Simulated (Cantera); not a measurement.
A freely propagating, adiabatic, planar premixed flame of 3.56 % CH4, 3.49 % C2H6, 19.5 % O2, 73.4 % N2, equivalence ratio 0.99, unburnt at 348 K and 240 Torr; mixture-averaged transport, grid criteria slope 0.08 and curve 0.16, no radiation.

Computed with Cantera and GRI-Mech 3.0 (53 species, 325 reactions). Burning velocities carry a grid error of a few per cent, more on coarse grids.

Task: Predict: laminar burning velocity; thermal thickness; peak x(OH).

Result: 
* **laminar burning velocity**: 64.4 cm/s
* **thermal thickness**: 0.997 mm
* **peak x(OH)**: 0.00890
